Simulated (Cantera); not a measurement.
Charge: 1 mol MgSO4, 0.2 mol C, 0.26 mol O2, held at 20.0 Pa.

Equilibrium computed with Cantera from the NASA thermochemical tables; the gas is ideal and each condensed phase is pure. Candidate condensed phases: C, Mg, MgCO3, MgO, MgS, MgSO4, S; 26 gas species. The numbers say what is thermodynamically allowed, not how fast it happens.

At 1548 K, list the 4 most abundant gas species with their mole fractions, and the condensed phases.

SO2 0.568, O2 0.318, CO2 0.113, O 0.000304. Condensed: MgO(s).
